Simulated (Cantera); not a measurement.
Charge: 1 mol Si₃H₈, 150 mol N₂, equilibrated at 1048 K and 1.00 bar.

Equilibrium computed with Cantera from the NASA thermochemical tables; the gas is ideal and each condensed phase is pure. Candidate condensed phases: Si, Si₃N₄; 18 gas species. The feed counts by its element totals alone. N₂ is the only nitrogen source here; it is nearly inert below about 1500 K, so the nitride shown seldom forms there in practice. The numbers say what is thermodynamically allowed, not how fast it happens.

Question: What is the equilibrium state?

Answer: 
| Quantity | Value |
|---|---|
| x(N₂) | 0.974 |
| x(H₂) | 0.0263 |
| x(NH₃) | 1.81e-6 |
| n(Si₃N₄(s)) | 1.00 mol |
| gas amount | 152.0 mol |
| log10 activity of Si(s) (absent) | -6.59 |
